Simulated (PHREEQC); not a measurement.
A solution holds 3.9 mmol/kgw HF, 1.6 mmol/kgw H2SiF6, 7 mmol/kgw HBF4 and 180 mmol/kgw HNO3, at 50 °C. Closed to the air; pH follows from the charge balance.

All values are PHREEQC results (ion-association model, phreeqc.dat), not measurements.

```
quantity                    before     after
------------------------  --------  --------
pH                            0.83      0.84
ionic strength (mol/kgw)     0.188     0.183
HF (mol/kgw)                0.0148    0.0121
BF4- (mol/kgw)             0.00484  0.000725
H3BO3 (mol/kgw)            0.00193  0.000632
BF3OH- (mol/kgw)          0.000189   3.46e-5
```

### Question
Which change was made?
A. H2SiF6 from 0.0016 to 0.00016 mol/kgw
B. HNO3 from 0.18 to 0.9 mol/kgw
C. HNO3 from 0.18 to 0.162 mol/kgw
D. HNO3 replaced by Cd(NO3)2 at the same molality
E. HBF4 from 0.007 to 0.0014 mol/kgw

### Answer
E, HBF4 from 0.007 to 0.0014 mol/kgw

No solid was allowed to form. Some of these states are supersaturated (in Quartz (slow to form), Chalcedony (slow to form), for instance). Away from 25 °C the constants follow the database's enthalpies or fits; those with neither stay at their 25 °C values. SiF6-2 is the database's only silicon fluoride. Real BF4- forms and hydrolyses slowly; the run takes it at equilibrium.
